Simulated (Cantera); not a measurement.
Charge: 1 mol B2O3, 0.13 mol H2O, at 100000 Pa.

Method: chemical equilibrium by Gibbs-energy minimisation in Cantera with the NASA 1993 tables (ideal gas, pure condensed phases). Candidate condensed phases: B, B2O3, B3O3H3, H2O; 23 gas species. Gases not in the tables: H3BO3. The numbers say what is thermodynamically allowed, not how fast it happens.

x: gas mole fraction; n: condensed amount in mol.

```tsv
T (K)	x H2O	x B2O3	x HBO2	x (HBO2)3	x BO2	x H2	x BO	n B2O3(l)
875	0.948	<1e-12	1.25e-6	0.0520	<1e-12	1.41e-8	<1e-12	0.990
1025	0.976	1.08e-11	4.32e-5	0.0237	1.05e-12	4.00e-7	<1e-12	0.995
1175	0.987	3.99e-9	0.000574	0.0126	2.86e-10	4.84e-6	<1e-12	0.998
1325	0.988	3.67e-7	0.00411	0.00747	2.13e-8	3.35e-5	<1e-12	0.998
1475	0.976	1.29e-5	0.0191	0.00476	6.44e-7	0.000156	4.00e-11	0.998
1625	0.931	0.000227	0.0646	0.00309	1.01e-5	0.000537	2.78e-9	0.995
1775	?	?	?	?	?	?	?	0.987
1925	0.632	0.0173	0.344	0.000980	0.000626	0.00302	1.89e-6	0.969
2075	0.363	0.0917	0.534	0.000340	0.00281	0.00486	2.63e-5	0.926
2225	?	?	0.505	?	?	0.00516	?	?
2375	0.00918	0.768	0.202	4.17e-7	0.0115	0.00280	0.00289	0
```

What belongs in the gaps?


- 2225, x H2O: 0.0959
- 2225, x B2O3: 0.383
- 2225, x (HBO2)3: 3.77e-5
- 2225, x BO2: 0.00794
- 2225, x BO: 0.000327
- 2225, n B2O3(l): 0.765
- 1775, x H2O: 0.825
- 1775, x B2O3: 0.00241
- 1775, x HBO2: 0.168
- 1775, x (HBO2)3: 0.00190
- 1775, x BO2: 9.74e-5
- 1775, x H2: 0.00144
- 1775, x BO: 9.44e-8
